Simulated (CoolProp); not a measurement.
Vapour-liquid equilibrium of CH2F2 (R32) (1) + fluoroethane (R161) (2) at 280.1 K; x and y are mole fractions of (1).

The numbers come from the multi-fluid Helmholtz-energy mixture model, Tillner-Roth 1997 and Wu 2012; pair parameters Bell 2016 in CoolProp.

Problem. Give the bubble pressure and the first vapour's composition at x = 0.2, 0.35, 0.65. Is there an azeotrope?

Solution. x = 0.2: 0.6574 MPa, y = 0.312; x = 0.35: 0.7299 MPa, y = 0.480; x = 0.65: 0.8618 MPa, y = 0.746. No azeotrope shows between x = 0.05 and 0.95.

The pair parameters rest on a limited set of measurements; away from them the model extrapolates.
